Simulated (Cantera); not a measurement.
Charge: 1 mol SiH2Cl2, 1800 mol H2, held at 1.43 Torr.

These are equilibrium values from Cantera (NASA tables, ideal gas, pure condensed phases), not measurements of a reactor. Candidate condensed phases: Si; 19 gas species. Gases not in the tables: Si2H6 and higher silanes. Equilibrium is a limit: real reactors are often held back by kinetics, nucleation or transport.

log p: log10 of the partial pressure in bar; n: condensed amount in mol.

```json
[
 {"T (K)": "1048", "log p H2": "-2.72", "log p H": "-9.47", "log p HCl": "-5.68", "log p Si": "?", "n Si(s)": "0.996"},
 {"T (K)": "1148", "log p H2": "-2.72", "log p H": "-8.51", "log p HCl": "-5.68", "log p Si": "?", "n Si(s)": "0.995"},
 {"T (K)": "1248", "log p H2": "-2.72", "log p H": "-7.69", "log p HCl": "-5.68", "log p Si": "?", "n Si(s)": "0.994"},
 {"T (K)": "1348", "log p H2": "-2.72", "log p H": "-7.00", "log p HCl": "-5.68", "log p Si": "?", "n Si(s)": "0.993"},
 {"T (K)": "1448", "log p H2": "-2.72", "log p H": "-6.40", "log p HCl": "-5.68", "log p Si": "?", "n Si(s)": "0.988"},
 {"T (K)": "1548", "log p H2": "-2.72", "log p H": "-5.87", "log p HCl": "-5.68", "log p Si": "?", "n Si(s)": "0.953"},
 {"T (K)": "1648", "log p H2": "-2.72", "log p H": "-5.41", "log p HCl": "-5.68", "log p Si": "?", "n Si(s)": "0.708"},
 {"T (K)": "1748", "log p H2": "-2.72", "log p H": "-5.00", "log p HCl": "-5.68", "log p Si": "-6.02", "n Si(s)": "0"},
 {"T (K)": "1848", "log p H2": "-2.73", "log p H": "-4.64", "log p HCl": "-5.68", "log p Si": "-6.01", "n Si(s)": "0"},
 {"T (K)": "1948", "log p H2": "-2.73", "log p H": "-4.31", "log p HCl": "-5.69", "log p Si": "-6.00", "n Si(s)": "0"},
 {"T (K)": "2048", "log p H2": "-2.74", "log p H": "-4.02", "log p HCl": "-5.70", "log p Si": "-6.00", "n Si(s)": "0"}
]
```

**Question.** Fill in the missing entries.

**Answer.** 
- 1048, log p Si: -14.68
- 1148, log p Si: -12.74
- 1248, log p Si: -11.11
- 1348, log p Si: -9.73
- 1448, log p Si: -8.53
- 1548, log p Si: -7.50
- 1648, log p Si: -6.59
